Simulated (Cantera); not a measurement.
An adiabatic, constant-volume homogeneous reactor starts with CH4 : O2 : N2 : CO2 = 1 : 0.833 : 3.13 : 0.92 (molar parts), equivalence ratio 2.4, at 1450 K and 3.80 bar. Integrator tolerance rtol = 1e-08.

Detailed kinetics in Cantera: GRI-Mech 3.0 (53 species, 325 reactions).

Q: What does this change do: N2 3.13 to 4.3 parts?

A: 
```
quantity                                                              before                                      after
---------------------------------  -----------------------------------------  -----------------------------------------
time of steepest temperature rise                                    1.37 ms                                    1.74 ms
temperature at 8.00 s                                                 2301 K                                     2201 K
equilibrium temperature                                               2301 K                                     2201 K
x(CH4) at 8.00 s                   8.01e-10 (gas-phase equilibrium 8.89e-10)  7.67e-10 (gas-phase equilibrium 8.51e-10)
x(O2) at 8.00 s                      1.31e-6 (gas-phase equilibrium 1.31e-6)    4.05e-7 (gas-phase equilibrium 4.05e-7)
x(CO2) at 8.00 s                       0.0564 (gas-phase equilibrium 0.0564)      0.0498 (gas-phase equilibrium 0.0498)
x(HCN) at 8.00 s                     5.09e-7 (gas-phase equilibrium 5.09e-7)    4.22e-7 (gas-phase equilibrium 4.22e-7)
x(N2O) at 8.00 s                     3.30e-9 (gas-phase equilibrium 3.30e-9)    1.69e-9 (gas-phase equilibrium 1.69e-9)
```

Q: What does this change do: pressure from 3.80 bar to 1.40 bar?

A: 
| quantity | before | after |
|---|---|---|
| time of steepest temperature rise | 1.37 ms | 2.98 ms |
| temperature at 8.00 s | 2301 K | 2294 K |
| equilibrium temperature | 2301 K | 2294 K |
| x(CH4) at 8.00 s | 8.01e-10 (gas-phase equilibrium 8.89e-10) | 1.11e-10 (gas-phase equilibrium 1.24e-10) |
| x(O2) at 8.00 s | 1.31e-6 (gas-phase equilibrium 1.31e-6) | 3.29e-6 (gas-phase equilibrium 3.29e-6) |
| x(CO2) at 8.00 s | 0.0564 (gas-phase equilibrium 0.0564) | 0.0565 (gas-phase equilibrium 0.0565) |
| x(HCN) at 8.00 s | 5.09e-7 (gas-phase equilibrium 5.09e-7) | 1.87e-7 (gas-phase equilibrium 1.87e-7) |
| x(N2O) at 8.00 s | 3.30e-9 (gas-phase equilibrium 3.30e-9) | 3.14e-9 (gas-phase equilibrium 3.14e-9) |
